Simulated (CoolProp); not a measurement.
Ethylene along the isobar 101 kPa: fugacity coefficient from the reference equation and from simpler models built on Tc = 282.4 K, pc = 5042 kPa, ω = 0.087; each cubic takes its own stable root.

The numbers come from the reference Helmholtz-energy equation of state, Smukala 2000 in CoolProp.

```csv
T (K),phase,reference
124.7,liquid,0.02420
135.3,liquid,0.07529
145.9,liquid,0.1940
156.4,liquid,0.4280
167,liquid,0.8453
177.6,gas,0.9725
188.2,gas,0.9770
198.8,gas,0.9805
```

How far does each simpler model (Redlich-Kwong, Soave-Redlich-Kwong) lie from the reference over these 8 states: mean and median of the absolute difference, and the worst?


- Redlich-Kwong: mean 7.9 %, median 2.3 %, worst -30.0 % at 124.7 K and 101 kPa
- Soave-Redlich-Kwong: mean 0.7 %, median 0.8 %, worst -1.3 % at 135.3 K and 101 kPa
